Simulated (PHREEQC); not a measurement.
Consider water at 20 °C with 26 mmol/kgw ZnCl2 and 2.3 mmol/kgw FeSO4. Closed to the air; pH follows from the charge balance.

All values are PHREEQC results (ion-association model, phreeqc.dat), not measurements.

Question: The ionic strength comes out as 0.0804 mol/kgw. What activity coefficients do FeCl+, SO4-2, Fe+2, H+, Zn(SO4)2-2 get?

Answer: FeCl+ 0.79, SO4-2 0.40, Fe+2 0.43, H+ 0.84, Zn(SO4)2-2 0.40.

No solid was allowed to form.
